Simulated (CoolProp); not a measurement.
R13 along the isotherm 450 K: Z from the reference equation and from simpler models built on Tc = 303.0 K, pc = 3.973 MPa, ω = 0.175; each cubic takes its own stable root.

The numbers come from the reference Helmholtz-energy equation of state, Platzer 1990 in CoolProp. This equation is an older, rougher fit; its heat capacities, sound speeds and derivatives of the liquid may be far off and weren't checked against measurements.

```json
[
 {"p (MPa)": "0.0628", "phase": "gas", "reference": "0.9987", "van der Waals": "0.9983", "Redlich-Kwong": "0.9984", "Soave-Redlich-Kwong": "0.9988", "Peng-Robinson": "0.9984"},
 {"p (MPa)": "0.119", "phase": "gas", "reference": "0.9976", "van der Waals": "0.9968", "Redlich-Kwong": "0.9970", "Soave-Redlich-Kwong": "0.9977", "Peng-Robinson": "0.9970"},
 {"p (MPa)": "0.226", "phase": "gas", "reference": "0.9954", "van der Waals": "0.9939", "Redlich-Kwong": "0.9943", "Soave-Redlich-Kwong": "0.9956", "Peng-Robinson": "0.9943"},
 {"p (MPa)": "0.428", "phase": "gas", "reference": "0.9913", "van der Waals": "0.9884", "Redlich-Kwong": "0.9892", "Soave-Redlich-Kwong": "0.9917", "Peng-Robinson": "0.9892"},
 {"p (MPa)": "0.811", "phase": "gas", "reference": "0.9836", "van der Waals": "0.9779", "Redlich-Kwong": "0.9796", "Soave-Redlich-Kwong": "0.9845", "Peng-Robinson": "0.9797"},
 {"p (MPa)": "1.54", "phase": "gas", "reference": "0.9690", "van der Waals": "0.9578", "Redlich-Kwong": "0.9614", "Soave-Redlich-Kwong": "0.9710", "Peng-Robinson": "0.9621"},
 {"p (MPa)": "2.92", "phase": "gas", "reference": "0.9418", "van der Waals": "0.9192", "Redlich-Kwong": "0.9280", "Soave-Redlich-Kwong": "0.9468", "Peng-Robinson": "0.9309"},
 {"p (MPa)": "5.53", "phase": "supercritical", "reference": "0.8946", "van der Waals": "0.8460", "Redlich-Kwong": "0.8702", "Soave-Redlich-Kwong": "0.9074", "Peng-Robinson": "0.8806"},
 {"p (MPa)": "10.5", "phase": "supercritical", "reference": "0.8345", "van der Waals": "0.7473", "Redlich-Kwong": "0.7979", "Soave-Redlich-Kwong": "0.8654", "Peng-Robinson": "0.8250"},
 {"p (MPa)": "19.9", "phase": "supercritical", "reference": "0.8694", "van der Waals": "0.8535", "Redlich-Kwong": "0.8324", "Soave-Redlich-Kwong": "0.9087", "Peng-Robinson": "0.8511"}
]
```
